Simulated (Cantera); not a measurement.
A freely propagating, adiabatic, planar premixed flame of CH4 : O2 : N2 = 1 : 2.94 : 8.82 (molar parts), unburnt at 373 K and 450 Torr; mixture-averaged transport, grid criteria slope 0.08 and curve 0.16, no radiation.

Cantera simulation using GRI-Mech 3.0 (53 species, 325 reactions); the numbers are that mechanism's predictions, not measurements. Burning velocities carry a grid error of a few per cent, more on coarse grids.

Q: How do the results move with these cheaper or finer settings: unity-Lewis-number transport; multicomponent transport; multicomponent+Soret transport; grid criteria slope 0.5, curve 1; grid criteria slope 0.25, curve 0.5; grid criteria slope 0.03, curve 0.06?

A: 
```
setting                               laminar burning velocity  thermal thickness  peak x(CO)  peak x(O)  grid points
------------------------------------  ------------------------  -----------------  ----------  ---------  -----------
as above                                             56.8 cm/s           0.619 mm      0.0363    0.00571          139
unity-Lewis-number transport                         48.9 cm/s           0.631 mm      0.0327    0.00664          129
multicomponent transport                             57.2 cm/s           0.626 mm      0.0364    0.00575          139
multicomponent+Soret transport                       56.0 cm/s           0.630 mm      0.0361    0.00572          140
grid criteria slope 0.5, curve 1                     60.3 cm/s           0.664 mm      0.0363    0.00581           40
grid criteria slope 0.25, curve 0.5                  59.0 cm/s           0.635 mm      0.0365    0.00585           55
grid criteria slope 0.03, curve 0.06                 56.1 cm/s           0.615 mm      0.0362    0.00567          336
```
The base run took around 7 core-seconds (rough).
Unity Lewis numbers drop preferential diffusion, which matters most where H2 and H carry the flame; Soret adds thermal diffusion.
